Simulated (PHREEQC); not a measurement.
Solution (25 °C): 0.0013 mol/kgw Cu(NO3)2 and 0.00076 mol/kgw FeCl3. Closed to the air; pH follows from the charge balance.

Model: ion-association model, phreeqc.dat, run in PHREEQC.

Precipitation was switched off in this run.

### Question
Predict the pH, ionic strength.

### Answer
pH 3.11; ionic strength 0.00699 mol/kgw.

### Question
In which forms is Fe present?

### Answer
FeOH+2 64 %, Fe(OH)2+ 21 %, Fe+3 11 %, Fe2(OH)2+4 3.4 % of the Fe.

Examples of supersaturated solids here: Fe(OH)3(a), Hematite (slow to form). Others may be too.
